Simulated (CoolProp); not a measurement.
R407C at 253.4 K and 4.99 MPa flows at 1.1 m/s in a round tube of 12.7 mm bore and 45 µm roughness, fully developed (64/Re and Nu = 3.66 if laminar; Colebrook and Gnielinski if turbulent). Each further row changes one setting.

The numbers come from the reference Helmholtz-energy equation of state, Lemmon 2003 in CoolProp. It is a pseudo-pure fit of the blend.

```tsv
case	Reynolds number	Darcy friction factor	pressure drop (Pa/m)	heat-transfer coefficient (W/(m² K))	mass flow (kg/h)
as stated	65400	0.0292	…	…	…
velocity 2.2 m/s	131000	0.0283	7130	6830	1320
diameter 25.4 mm	131000	0.0241	758	3020	2650
```

Problem. Some entries are withheld; supply them.

Solution. 
- as stated, pressure drop (Pa/m): 1830
- as stated, heat-transfer coefficient (W/(m² K)): 3460
- as stated, mass flow (kg/h): 662

Viscosity comes from a separate model (Geller 2000). Thermal conductivity comes from a separate model (Geller 2001).
